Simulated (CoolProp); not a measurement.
A simple Rankine cycle with R113: condensing at 321.15 K, boiler at 2.11 MPa, turbine inlet 470.7 K, turbine efficiency 0.75, pump efficiency 0.7, no recuperator. Each further row changes one setting.

Values from CoolProp's reference Helmholtz-energy equation of state, Marx 1992.

```json
[
 {"case": "as stated", "thermal efficiency (%)": "15.3", "net work (kJ/kg)": "35.5", "heat in (kJ/kg)": "232", "turbine exit temperature (K)": "394.0", "volume ratio over the turbine": "24.3"},
 {"case": "turbine inlet 490.7 K", "thermal efficiency (%)": "[?]", "net work (kJ/kg)": "38.3", "heat in (kJ/kg)": "251", "turbine exit temperature (K)": "416.2", "volume ratio over the turbine": "22.7"},
 {"case": "condensing temperature 313.15 K", "thermal efficiency (%)": "[?]", "net work (kJ/kg)": "38.8", "heat in (kJ/kg)": "239", "turbine exit temperature (K)": "389.2", "volume ratio over the turbine": "31.6"},
 {"case": "boiler pressure 1.48 MPa", "thermal efficiency (%)": "14.0", "net work (kJ/kg)": "33.8", "heat in (kJ/kg)": "241", "turbine exit temperature (K)": "408.7", "volume ratio over the turbine": "[?]"},
 {"case": "turbine efficiency 0.65", "thermal efficiency (%)": "13.1", "net work (kJ/kg)": "30.5", "heat in (kJ/kg)": "232", "turbine exit temperature (K)": "400.7", "volume ratio over the turbine": "24.7"}
]
```

Task: Some entries are withheld; supply them.

Result: 
- turbine inlet 490.7 K, thermal efficiency (%): 15.2
- condensing temperature 313.15 K, thermal efficiency (%): 16.2
- boiler pressure 1.48 MPa, volume ratio over the turbine: 15.2
